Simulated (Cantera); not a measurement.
Cantera run:

```python
import numpy as np
import cantera as ct

gas_names = """
    Fe FeO N NO NO2 NO3 N2 N2O O O2 O3 S SN SO SO2 SO3 S2 S2O S8
""".split()
cond_names = """
    Fe(a) Fe(c) Fe(d) Fe(L) FeO(s) FeO(L) FeS(a) FeS(b) FeS(c) FeS(L) FeSO4(s) FeS2(s) Fe2O3(s)
    Fe2S3O12(s) Fe3O4(s) S(cr1) S(cr2) S(L)
""".split()


def load(file, names, dense=False):
    # The tables refer to 1 bar. Condensed volumes are neglected.
    table = {s.name: s for s in ct.Species.list_from_file(file)}
    out = []
    for n in names:
        d = dict(table[n].input_data)
        d["thermo"] = dict(d["thermo"], **{"reference-pressure": 1e5})
        if dense:
            d["equation-of-state"] = {"model": "constant-volume", "density": "1e6 g/cm^3"}
        out.append(ct.Species.from_dict(d))
    return out


gas = ct.Solution(thermo="ideal-gas", species=load("nasa_gas.yaml", gas_names))
cond = {s.name: ct.Solution(thermo="fixed-stoichiometry", species=[s], name=s.name)
        for s in load("nasa_condensed.yaml", cond_names, dense=True)}
atoms = {
    'FeS': {'Fe': 1, 'S': 1},
    'O2': {'O': 2},
    'N2': {'N': 2},
}
top_T = {'FeSO4(s)': 950, 'FeS2(s)': 1010, 'Fe2O3(s)': 1830, 'Fe2S3O12(s)': 1100, 'Fe3O4(s)': 1870}  # K; cautious upper limits of use, not melting points


def equilibrate(T, P, feed):
    n = {}
    for name, mol in feed.items():
        for a, k in atoms[name].items():
            n[a] = n.get(a, 0.0) + k * mol
    gas.TPX = T, P, n
    mass = sum(n.values()) * gas.mean_molecular_weight
    gas.equilibrate("TP")
    valid = [c for c in cond.values() if c.min_temp <= T <= top_T.get(c.name, c.max_temp)]
    mix = ct.Mixture([(gas, mass / gas.mean_molecular_weight)] + [(c, 0.0) for c in valid])
    mix.T, mix.P = T, P
    mix.equilibrate("TP", solver="vcs", rtol=1e-11, max_steps=5000)
    return mix


results = []
feed = {'FeS': 1, 'O2': 6, 'N2': 2.5}  # mol
P = 11000  # Pa
for T in [673, 698, 723, 748, 773, 798, 823, 848, 873, 898, 923, 948, 973, 998]:
    mix = equilibrate(T, P, feed)
    results.append((T, P, feed, dict(zip(mix.species_names, mix.species_moles))))

top = {s: max(r[3][s] / sum(r[3][g] for g in gas_names) for r in results) for s in gas_names}
cols = sorted((s for s in top if top[s] > 0.0001), key=lambda s: -top[s])[:5]
seen = [c for c in cond_names if any(r[3].get(c, 0) > 1e-12 for r in results)]
print("log10 of partial pressures in bar; condensed amounts in mol")
print(f"{'T/K':>10s}" + "".join(f"{s[:9]:>10s}" for s in cols + seen))
for T, P, feed, n in results:
    ng = sum(n[g] for g in gas_names)
    print(f"{T:10.4g}" + "".join(f"{np.log10(max(n[s] / ng * P / 1e5, 1e-99)):10.3f}" for s in cols)
          + "".join(f"{n.get(c, 0):10.4g}" for c in seen))
```

Result:

```
log10 of partial pressures in bar; condensed amounts in mol
       T/K        O2        N2       SO3       SO2  Fe2O3(s) Fe2S3O12(
       673    -1.180    -1.357    -5.240    -7.402    0.1668    0.3332
       698    -1.181    -1.357    -4.718    -6.605     0.167     0.333
       723    -1.181    -1.357    -4.232    -5.864    0.1678    0.3322
       748    -1.181    -1.357    -3.778    -5.172      0.17      0.33
       773    -1.182    -1.358    -3.354    -4.525    0.1756    0.3244
       798    -1.185    -1.362    -2.958    -3.918    0.1901    0.3099
       823    -1.192    -1.370    -2.585    -3.347    0.2262    0.2738
       848    -1.208    -1.390    -2.235    -2.804     0.318     0.182
       873    -1.237    -1.430    -1.978    -2.361       0.5         0
       898    -1.235    -1.432    -2.035    -2.255       0.5         0
       923    -1.233    -1.435    -2.102    -2.168       0.5         0
       948    -1.230    -1.437    -2.177    -2.099       0.5         0
       973    -1.229    -1.439    -2.259    -2.044       0.5         0
       998    -1.227    -1.441    -2.347    -2.001       0.5         0
```

These are equilibrium values from Cantera (NASA tables, ideal gas, pure condensed phases), not measurements of a reactor.
